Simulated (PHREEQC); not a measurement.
Make-up at 35 °C: 0.55 mol/kgw HF, 0.00057 mol/kgw CuSO4 and 0.023 mol/kgw CuCl2. Closed to the air; pH follows from the charge balance.

Computed with PHREEQC (ion-association model, wateq4f.dat).

This is a speciation only: nothing precipitates in the calculation.

Task: What pH, ionic strength, activity of water does the model give?

Result: pH 1.72; ionic strength 0.0868 mol/kgw; activity of water 0.991.

Task: In which forms is Cl present?

Result: Cl- 96 %, CuCl+ 3.4 % of the Cl.

Complexes and solids missing from the database can't appear. wateq4f.dat counts part of the HF as a dimer, H2F2, which phreeqc.dat doesn't know; its constant is uncertain.
